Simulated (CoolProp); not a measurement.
Ammonia along the isobar 432 bar: density (kg/m³) from the reference equation and from simpler models built on Tc = 405.6 K, pc = 113.6 bar, ω = 0.256; each cubic takes its own stable root.

The numbers come from the reference Helmholtz-energy equation of state, Gao 2020 in CoolProp.

```json
[
 {"T (K)": "380.8", "phase": "liquid", "reference": "527.2"},
 {"T (K)": "399.4", "phase": "liquid", "reference": "499.0"},
 {"T (K)": "418", "phase": "supercritical", "reference": "468.9"},
 {"T (K)": "436.6", "phase": "supercritical", "reference": "436.6"},
 {"T (K)": "455.2", "phase": "supercritical", "reference": "402.1"},
 {"T (K)": "473.8", "phase": "supercritical", "reference": "366.1"},
 {"T (K)": "492.4", "phase": "supercritical", "reference": "330.1"},
 {"T (K)": "511", "phase": "supercritical", "reference": "296.1"},
 {"T (K)": "529.6", "phase": "supercritical", "reference": "266.1"},
 {"T (K)": "548.2", "phase": "supercritical", "reference": "240.8"}
]
```

**Question.** How far does each simpler model (Soave-Redlich-Kwong, Peng-Robinson) lie from the reference over these 10 states: mean and median of the absolute difference, and the worst?

**Answer.** 
- Soave-Redlich-Kwong: mean 20.9 %, median 21.4 %, worst -22.5 % at 455.2 K and 432 bar
- Peng-Robinson: mean 13.6 %, median 13.7 %, worst -15.4 % at 473.8 K and 432 bar
